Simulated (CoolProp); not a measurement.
Vapour-liquid equilibrium of benzene (1) + octamethylcyclotetrasiloxane (D4) (2) at 0.0363 MPa; x and y are mole fractions of (1).

Model: multi-fluid Helmholtz-energy mixture model, Thol 2012 and Thol 2015; pair parameters Bell 2016, in CoolProp.

```json
[
 {"x": "0.05", "bubble temperature (°C)": "126.9", "y at the bubble point": "0.363", "dew temperature at overall composition x (°C)": "138.0", "liquid density (mol/L)": "2.918"},
 {"x": "0.15", "bubble temperature (°C)": "105.1", "y at the bubble point": "0.744", "dew temperature at overall composition x (°C)": "134.8", "liquid density (mol/L)": "3.290"},
 {"x": "0.25", "bubble temperature (°C)": "89.5", "y at the bubble point": "0.883", "dew temperature at overall composition x (°C)": "131.3", "liquid density (mol/L)": "3.692"},
 {"x": "0.35", "bubble temperature (°C)": "78.8", "y at the bubble point": "0.938", "dew temperature at overall composition x (°C)": "127.5", "liquid density (mol/L)": "4.138"},
 {"x": "0.45", "bubble temperature (°C)": "71.3", "y at the bubble point": "0.964", "dew temperature at overall composition x (°C)": "123.2", "liquid density (mol/L)": "4.651"},
 {"x": "0.55", "bubble temperature (°C)": "65.8", "y at the bubble point": "0.977", "dew temperature at overall composition x (°C)": "118.1", "liquid density (mol/L)": "5.260"},
 {"x": "0.65", "bubble temperature (°C)": "61.5", "y at the bubble point": "0.985", "dew temperature at overall composition x (°C)": "112.2", "liquid density (mol/L)": "6.005"},
 {"x": "0.75", "bubble temperature (°C)": "57.8", "y at the bubble point": "0.991", "dew temperature at overall composition x (°C)": "104.6", "liquid density (mol/L)": "6.940"},
 {"x": "0.85", "bubble temperature (°C)": "54.5", "y at the bubble point": "0.996", "dew temperature at overall composition x (°C)": "94.2", "liquid density (mol/L)": "8.154"},
 {"x": "0.95", "bubble temperature (°C)": "51.4", "y at the bubble point": "0.999", "dew temperature at overall composition x (°C)": "75.7", "liquid density (mol/L)": "9.789"}
]
```

No azeotrope shows between x = 0.05 and 0.95.

The pair parameters rest on a limited set of measurements; away from them the model extrapolates. The gap from Raoult's law changes sign with composition, which may be real or a fault of the pair parameters; it wasn't checked against measurements.
